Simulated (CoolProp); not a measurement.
A simple Rankine cycle with vinyl chloride: condensing at 309.15 K, boiler at 3.59 MPa, turbine inlet 399.8 K, turbine efficiency 0.65, pump efficiency 0.8, no recuperator. Each further row changes one setting.

Values from CoolProp's reference Helmholtz-energy equation of state, Thol 2022.

```csv
case,thermal efficiency (%),net work (kJ/kg),heat in (kJ/kg),turbine exit temperature (K),volume ratio over the turbine
as stated,11.2,38.0,340,309.2,7.17
turbine inlet 419.8 K,…,43.6,376,329.2,6.68
condensing temperature 301.15 K,12.1,42.8,353,301.1,8.90
boiler pressure 2.51 MPa,10.0,…,371,331.2,…
turbine efficiency 0.55,9.3,31.5,340,309.2,7.32
```

Problem. Some entries are withheld; supply them.

Solution. 
- turbine inlet 419.8 K, thermal efficiency (%): 11.6
- boiler pressure 2.51 MPa, net work (kJ/kg): 37.0
- boiler pressure 2.51 MPa, volume ratio over the turbine: 4.54

The expansion ends wet for: as stated; condensing temperature 301.15 K; turbine efficiency 0.55.
